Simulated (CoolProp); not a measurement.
Vapour-liquid equilibrium of R13 (1) + isobutane (2) at -10.15 °C; x and y are mole fractions of (1).

The numbers come from the multi-fluid Helmholtz-energy mixture model, Platzer 1990 and Bücker 2006; pair parameters Bell 2016 in CoolProp. This equation is an older, rougher fit; its heat capacities, sound speeds and derivatives of the liquid may be far off and weren't checked against measurements.

```tsv
x	bubble pressure (MPa)	y at the bubble point	dew pressure at overall composition x (MPa)	liquid density (mol/L)
0.05	0.2119	0.496	0.1135	10.27
0.125	0.3538	0.706	0.1232	10.39
0.2	0.4802	0.790	0.1346	10.51
0.275	0.5932	0.836	0.1483	10.63
0.35	0.6951	0.866	0.1652	10.74
0.425	0.7885	0.887	0.1862	10.85
0.5	0.8760	0.904	0.2133	10.95
0.575	0.9603	0.919	0.2496	11.05
0.65	1.044	0.932	0.3004	11.13
0.725	1.130	0.945	0.3766	11.21
0.8	1.221	0.958	0.5017	11.28
0.875	1.319	0.973	0.7337	11.33
0.95	1.428	0.988	1.162	11.36
```

No azeotrope shows between x = 0.05 and 0.95.

The pair parameters rest on a limited set of measurements; away from them the model extrapolates. The gap from Raoult's law changes sign with composition, which may be real or a fault of the pair parameters; it wasn't checked against measurements.
